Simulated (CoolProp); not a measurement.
Properties of n-dodecane at several states (Tc = 658.1 K, pc = 18.18 bar, ω = 0.574).

Model: reference Helmholtz-energy equation of state, Lemmon 2004, in CoolProp. It is a short technical equation, of lower accuracy than the large ones.

| T (K) | p (bar) | phase | cp (kJ/(kg K)) | speed of sound (m/s) |
|---|---|---|---|---|
| 297.1 | 1.41 | liquid | 2.209 | 1285 |
| 279.1 | 4.99 | liquid | 2.154 | 1362 |
| 342.6 | 97.9 | liquid | 2.359 | 1180 |
| 490.9 | 0.389 | gas | 2.482 | 152.4 |
| 464 | 17.5 | liquid | 2.848 | 734.8 |
